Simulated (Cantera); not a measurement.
**SiH2Cl2 + NH3 + H2 (silicon nitride deposition)**

Charge: 1 mol SiH2Cl2, 3.9 mol NH3, 1.7 mol H2, held at 0.410 bar.

Equilibrium computed with Cantera from the NASA thermochemical tables; the gas is ideal and each condensed phase is pure. Candidate condensed phases: NH4Cl, Si, Si3N4; 28 gas species. The tables' values for SiCl3, SiCl, SiN are old estimates; treat these amounts as uncertain. Gases not in the tables: Si2H6 and higher silanes. Equilibrium is a limit: real reactors are often held back by kinetics, nucleation or transport.

From 527 °C to 1627 °C the condensed part is Si3N4(s). From 1727 °C to 1827 °C the condensed part is Si(l). The main Si-bearing gas is SiCl4 at 527 °C and SiCl2 at 1827 °C. The share of Si in condensed phases is highest at 1027 °C (98.8 %) and lowest at 1727 °C (58.1 %).

| T (°C) | log p H2 | log p HCl | log p N2 | log p SiCl2 | log p SiCl4 | log p H | n Si3N4(s) | n Si(l) |
|---|---|---|---|---|---|---|---|---|
| 527 | -0.54 | -1.16 | -1.30 | -11.35 | -2.77 | -11.81 | 0.318 | 0 |
| 627 | -0.54 | -1.15 | -1.31 | -9.38 | -2.96 | -10.20 | 0.324 | 0 |
| 727 | -0.54 | -1.14 | -1.31 | -7.82 | -3.12 | -8.91 | 0.326 | 0 |
| 827 | -0.54 | -1.13 | -1.31 | -6.56 | -3.26 | -7.86 | 0.328 | 0 |
| 927 | -0.54 | -1.13 | -1.31 | -5.50 | -3.37 | -6.98 | 0.329 | 0 |
| 1027 | -0.54 | -1.13 | -1.31 | -4.62 | -3.48 | -6.23 | 0.329 | 0 |
| 1127 | -0.54 | -1.13 | -1.31 | -3.87 | -3.57 | -5.58 | 0.328 | 0 |
| 1227 | -0.54 | -1.14 | -1.31 | -3.24 | -3.68 | -5.03 | 0.324 | 0 |
| 1327 | -0.54 | -1.16 | -1.30 | -2.72 | -3.83 | -4.54 | 0.311 | 0 |
| 1427 | -0.54 | -1.20 | -1.29 | -2.32 | -4.07 | -4.10 | 0.285 | 0 |
| 1527 | -0.54 | -1.27 | -1.26 | -2.03 | -4.42 | -3.71 | 0.245 | 0 |
| 1627 | -0.53 | -1.36 | -1.24 | -1.85 | -4.85 | -3.37 | 0.200 | 0 |
| 1727 | -0.55 | -1.38 | -1.16 | -1.84 | -5.28 | -3.06 | 0 | 0.581 |
| 1827 | -0.55 | -1.37 | -1.16 | -1.86 | -5.62 | -2.78 | 0 | 0.594 |
log p: log10 of the partial pressure in bar; n: condensed amount in mol.
